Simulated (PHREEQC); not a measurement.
Synthetic water in mmol/kgw, 20 °C, pH 3.14, pe 11.3: Na 0.85; K 0.0131; Ca 0.41; Mg 1.77; Cl 0.931; S(6) 3.08; Mn(2) 0.00282; Fe(3) 0.0869; Zn 0.00304; F 0.142.

Na is adjusted to close the charge balance.
Valence states are taken as typed.

The numbers come from PHREEQC with the ion-association model, phreeqc.dat.

No solid was allowed to form.

**Question.** Order these Fe species by the share of Fe that they hold, largest first: Fe(OH)2+, FeSO4+, FeF+2, FeF2+, FeOH+2.

**Answer.** FeF+2 (43 %), FeF2+ (29 %), FeSO4+ (15 %), FeOH+2 (8.0 %), Fe(OH)2+ (2.2 %)

The pH is 3.14 and the ionic strength 0.0105 mol/kgw. The solution is supersaturated, for example in Hematite (slow to form), Goethite (slow to form), so a real one may precipitate; this is no full list. Fluoro complexes past AlF4- and FeF3 are missing from the database.
